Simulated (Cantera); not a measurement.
An isothermal, constant-pressure homogeneous reactor starts with NH3 : N2 = 1 : 0.13 (molar parts), at 1575 K and 750 Torr. Integrator tolerance rtol = 1e-08.

Model: the gas-phase N/H chemistry of the illustrative SiF4/NH3 mechanism in the Surface Chemkin manual (1991), integrated in Cantera. Walls and surfaces, which speed up NH3 decomposition in real reactors, are not modelled.

What does this change do: N2 0.13 to 0.71 parts?


| quantity | before | after |
|---|---|---|
| x(NH3) at 3.00 s | 0.629 (gas-phase equilibrium 1.58e-5) | 0.428 (gas-phase equilibrium 1.36e-5) |
| x(N2) at 3.00 s | 0.167 (gas-phase equilibrium 0.296) | 0.424 (gas-phase equilibrium 0.446) |
| x(H) at 3.00 s | 8.22e-6 (gas-phase equilibrium 3.51e-5) | 7.28e-6 (gas-phase equilibrium 3.11e-5) |
| x(NH2) at 3.00 s | 5.94e-5 (gas-phase equilibrium 1.85e-9) | 4.91e-5 (gas-phase equilibrium 1.78e-9) |
| x(H2) at 3.00 s | 0.203 (gas-phase equilibrium 0.704) | 0.148 (gas-phase equilibrium 0.553) |

What does this change do: pressure from 750 Torr to 43.5 Torr?


| quantity | before | after |
|---|---|---|
| x(NH3) at 3.00 s | 0.629 (gas-phase equilibrium 1.58e-5) | 0.834 (gas-phase equilibrium 9.19e-7) |
| x(N2) at 3.00 s | 0.167 (gas-phase equilibrium 0.296) | 0.125 (gas-phase equilibrium 0.296) |
| x(H) at 3.00 s | 8.22e-6 (gas-phase equilibrium 3.51e-5) | 2.52e-6 (gas-phase equilibrium 0.000146) |
| x(NH2) at 3.00 s | 5.94e-5 (gas-phase equilibrium 1.85e-9) | 0.000120 (gas-phase equilibrium 4.45e-10) |
| x(H2) at 3.00 s | 0.203 (gas-phase equilibrium 0.704) | 0.0407 (gas-phase equilibrium 0.704) |
